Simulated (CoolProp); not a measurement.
The numbers come from the reference Helmholtz-energy equation of state, Lemmon 2005 in CoolProp.

Problem. Give the vapour pressure (MPa), vapour density (kg/m³), enthalpy of vaporisation (kJ/kg), vapour viscosity (µPa s) of saturated R125 at 5.95, 16.85, 27.85 °C.

Solution. 
```csv
T (°C),p (MPa),vapour density (kg/m³),enthalpy of vaporisation (kJ/kg),vapour viscosity (µPa s)
5.95,0.806,50.8,128,12.2
16.85,1.11,70.9,119,12.9
27.85,1.48,98.6,107,13.7
```

Viscosity comes from a separate model (Huber 2006).
